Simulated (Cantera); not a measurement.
Cantera run:

```python
import numpy as np
import cantera as ct

gas_names = """
    N2 O2 NO2 NO O3
""".split()
cond_names = """

""".split()


# ... load() reads the species with a 1 bar reference pressure and builds the phases ...
species = {s.name: s for s in load("nasa_gas.yaml", gas_names) + load("nasa_condensed.yaml", cond_names)}
# Each term lists the table entries of one substance; the one whose range holds T is used.
reactions = {
    'N2(g) + 2 O2(g) = 2 NO2(g)':
        [(-1, ['N2']), (-2, ['O2']), (2, ['NO2'])],
    'N2(g) + 2 NO2(g) = 4 NO(g)':
        [(-1, ['N2']), (-2, ['NO2']), (4, ['NO'])],
    '3 O2(g) = 2 O3(g)':
        [(-3, ['O2']), (2, ['O3'])],
}


def pick(names, T):
    return next(species[n] for n in names if species[n].thermo.min_temp <= T <= species[n].thermo.max_temp)


results = []
for label, terms in reactions.items():
    print(label)
    print("     T/K   dH/kJ  dS/(J/K)   dG/kJ   log10 K")
    for T in [1648, 1798, 1948, 2098, 2248, 2398, 2548, 2698]:
        used = [(nu, pick(names, T)) for nu, names in terms]
        dH = sum(nu * s.thermo.h(T) for nu, s in used) / 1e6
        dS = sum(nu * s.thermo.s(T) for nu, s in used) / 1e3
        dG = dH - T * dS / 1e3
        logK = -dG * 1e6 / (ct.gas_constant * T * np.log(10))
        results.append((label, T, dH, dS, dG, logK, [s.name for _, s in used]))
        print(f"{T:8g} {dH:8.1f} {dS:8.1f} {dG:8.1f} {logK:8.2f}")
```

Result:

```
N2(g) + 2 O2(g) = 2 NO2(g)
     T/K   dH/kJ  dS/(J/K)   dG/kJ   log10 K
    1648     69.7   -124.0    274.1    -8.69
    1798     70.5   -123.6    292.7    -8.50
    1948     71.2   -123.2    311.2    -8.34
    2098     71.9   -122.8    329.6    -8.21
    2248     72.6   -122.5    348.0    -8.09
    2398     73.4   -122.2    366.4    -7.98
    2548     74.1   -121.9    384.7    -7.89
    2698     74.8   -121.6    403.0    -7.80
N2(g) + 2 NO2(g) = 4 NO(g)
     T/K   dH/kJ  dS/(J/K)   dG/kJ   log10 K
    1648    296.3    174.9      8.0    -0.25
    1798    295.5    174.5    -18.2     0.53
    1948    294.7    174.0    -44.3     1.19
    2098    293.9    173.6    -70.4     1.75
    2248    293.0    173.2    -96.4     2.24
    2398    292.0    172.8   -122.3     2.67
    2548    290.9    172.3   -148.2     3.04
    2698    289.8    171.9   -174.1     3.37
3 O2(g) = 2 O3(g)
     T/K   dH/kJ  dS/(J/K)   dG/kJ   log10 K
    1648    290.2   -132.3    508.1   -16.11
    1798    292.2   -131.1    527.9   -15.34
    1948    295.1   -129.6    547.5   -14.68
    2098    298.8   -127.7    566.8   -14.11
    2248    303.4   -125.6    585.8   -13.61
    2398    308.9   -123.3    604.4   -13.17
    2548    315.3   -120.7    622.7   -12.77
    2698    322.5   -117.9    640.6   -12.40
```

Cantera with NASA thermochemical tables; ideal gases at 1 bar, condensed phases pure. Condensed species are held in their standard states even where they would react or evaporate.
